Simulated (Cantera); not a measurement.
# Equilibrium for carbothermic reduction: PbO + C + N2 + CH4

Feed: 1 mol PbO, 3.9 mol C, 0.11 mol N2, 0.4 mol CH4, equilibrated at 1775 °C and 10.0 mbar.

These are equilibrium values from Cantera (NASA tables, ideal gas, pure condensed phases), not measurements of a reactor. Candidate condensed phases: C, C6H6, C7H8, C8H18, H2O, Pb, PbO, PbO2, Pb3O4; 139 gas species. The numbers say what is thermodynamically allowed, not how fast it happens.

x(CO): 0.342
x(Pb): 0.342
x(H2): 0.266
x(N2): 0.0367
x(H): 0.0116
x(HCN): 0.00175
x(C2H2 (acetylene)): 0.000279
x(HNC): 0.000108
x(Pb2): 5.18e-6
n(C(graphite)): 3.29 mol
gas amount: 2.927 mol
log10 activity of Pb(l) (absent): -2.53
